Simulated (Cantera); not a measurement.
An isothermal, constant-pressure homogeneous reactor starts with H2 : O2 = 0.32 : 1 (molar parts), at 1350 K and 0.0132 atm. Integrator tolerance rtol = 1e-08.

Cantera simulation using the H2/O2 subset of GRI-Mech 3.0, which has no nitrogen chemistry; the numbers are that mechanism's predictions, not measurements. Radical loss at walls, strong at low pressure, is not modelled. The temperature is held fixed by assumption; the heat of reaction is taken as removed at once.

What does this change do: pressure from 0.0132 atm to 0.00543 atm?


| quantity | before | after |
|---|---|---|
| x(H2) at 2.00 s | 2.55e-6 (gas-phase equilibrium 5.77e-7) | 3.28e-5 (gas-phase equilibrium 8.98e-7) |
| x(O2) at 2.00 s | 0.724 (gas-phase equilibrium 0.724) | 0.724 (gas-phase equilibrium 0.724) |
| x(OH) at 2.00 s | 0.000257 (gas-phase equilibrium 0.000123) | 0.000922 (gas-phase equilibrium 0.000153) |
| x(H) at 2.00 s | 1.46e-7 (gas-phase equilibrium 1.58e-8) | 6.72e-6 (gas-phase equilibrium 3.07e-8) |
| x(H2O) at 2.00 s | 0.276 (gas-phase equilibrium 0.276) | 0.275 (gas-phase equilibrium 0.276) |
